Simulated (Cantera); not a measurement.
Input: 1 mol SiH₄, 0.66 mol HCl, 1300 mol H₂, 0.071 mol C₂H₂, equilibrated at 1850 K and 1800 Pa.

Method: chemical equilibrium by Gibbs-energy minimisation in Cantera with the NASA 1993 tables (ideal gas, pure condensed phases). Candidate condensed phases: C, C₆H₆, C₇H₈, C₈H₁₈, Si, SiC; 109 gas species. Mutual solubility and eutectic melting of coexisting phases are not modelled. Gases not in the tables: Si₂H₆ and higher silanes. Rates play no part.

Base state: H₂ 0.995, H 0.00401, HCl 0.000501, Si 0.000358, SiH 4.75e-5, SiH₂ 4.20e-5 (mole fractions); condensed: Si(l) + SiC(s).

What changes in the equilibrium state with this change: SiH₄ replaced by SiCl₄?


| species | before | after |
|---|---|---|
| H₂ | 0.995 | 0.992 |
| H | 0.00401 | 0.00400 |
| HCl | 0.000501 | 0.00348 |
| SiCl₂ | 7.28e-7 | 3.52e-5 |
| Si | 0.000358 | 0.000358 |
| Cl | 1.53e-6 | 1.07e-5 |
| SiCl | 1.57e-6 | 1.09e-5 |
| SiH₂ | 4.20e-5 | 4.18e-5 |
| SiH | 4.75e-5 | 4.75e-5 |
| Si(l), mol | 0.256 | 0.199 |
| SiC(s), mol | 0.134 | 0.134 |
The tables' values for SiCl are old estimates; treat these amounts as uncertain.
